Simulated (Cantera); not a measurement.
Input (Python, Cantera):

```python
import numpy as np
import cantera as ct

gas = ct.Solution("gri30.yaml")
gas.TPX = 650, 29000, {'CH3OH': 1, 'O2': 1, 'N2': 2.5}
flame = ct.FreeFlame(gas, width=0.095)
flame.set_refine_criteria(ratio=3, slope=0.08, curve=0.16)
flame.transport_model = "mixture-averaged"
flame.solve(loglevel=0, auto=True)
z, T = flame.grid, flame.T
thick = (T[-1] - T[0]) / np.gradient(T, z).max()
show = ['CH3OH', 'O2', 'NO', 'CH4', 'OH', 'HCN']
print(f"laminar burning velocity  {flame.velocity[0] * 100:.3f} cm/s")
print(f"burnt temperature         {T[-1]:.1f} K")
print(f"thermal thickness         {thick * 1e3:.4f} mm")
print(f"grid points               {len(z)}")
z0 = z[flame.heat_release_rate.argmax()]
print(f"{'z/mm':>9s}{'T/K':>9s}{'u/(m/s)':>9s}" + "".join(f"{s:>11s}" for s in show))
rows = []
for k in (-3, -2, -1.5, -1, -0.5, -0.25, 0, 0.25, 0.5, 1, 2, 4, 8):
    zz = z0 + k * thick
    rows.append([k * thick, np.interp(zz, z, T), np.interp(zz, z, flame.velocity),
                 *(np.interp(zz, z, flame.X[gas.species_index(s)]) for s in show)])
    print(f"{rows[-1][0] * 1e3:9.3f}{rows[-1][1]:9.1f}{rows[-1][2]:9.3f}" + "".join(f"{x:11.3e}" for x in rows[-1][3:]))
```

It prints:

```
laminar burning velocity  256.659 cm/s
burnt temperature         2401.1 K
thermal thickness         0.5555 mm
grid points               137
     z/mm      T/K  u/(m/s)      CH3OH         O2         NO        CH4         OH        HCN
   -1.667    650.4    2.586  2.207e-01  2.206e-01  9.223e-11  3.053e-07  1.481e-14  3.283e-11
   -1.111    653.0    2.620  2.184e-01  2.182e-01  6.419e-10  1.891e-06  7.654e-13  2.835e-10
   -0.833    663.6    2.695  2.152e-01  2.146e-01  2.935e-09  7.594e-06  2.627e-11  1.592e-09
   -0.556    733.5    3.058  2.045e-01  2.036e-01  2.173e-08  4.287e-05  6.636e-09  1.480e-08
   -0.278   1110.7    4.941  1.508e-01  1.606e-01  2.266e-07  2.473e-04  8.481e-06  1.448e-07
   -0.139   1508.6    7.098  8.147e-02  1.153e-01  6.557e-07  4.975e-04  3.156e-04  3.663e-07
    0.000   1886.0    9.374  1.572e-02  7.257e-02  1.444e-06  6.753e-04  2.337e-03  7.952e-07
    0.139   2037.1   10.309  6.301e-04  4.485e-02  2.439e-06  3.587e-04  5.909e-03  1.230e-06
    0.278   2074.3   10.505  7.594e-06  2.634e-02  3.389e-06  8.996e-05  9.432e-03  1.190e-06
    0.556   2102.4   10.603  5.373e-09  1.063e-02  4.747e-06  2.572e-06  1.246e-02  6.568e-07
    1.111   2126.3   10.658  6.249e-12  5.725e-03  6.368e-06  2.929e-09  1.297e-02  1.632e-07
    2.222   2151.6   10.747  1.285e-15  4.826e-03  8.631e-06  2.298e-13  1.268e-02  1.542e-08
    4.444   2187.4   10.894  7.377e-16  4.172e-03  1.277e-05  9.733e-15  1.221e-02  5.365e-10
```

Computed with Cantera and GRI-Mech 3.0 (53 species, 325 reactions). GRI-Mech 3.0 was tuned for natural gas; its chemistry of methanol as a main component is partial and can be far from experiment. Burning velocities carry a grid error of a few per cent, more on coarse grids.
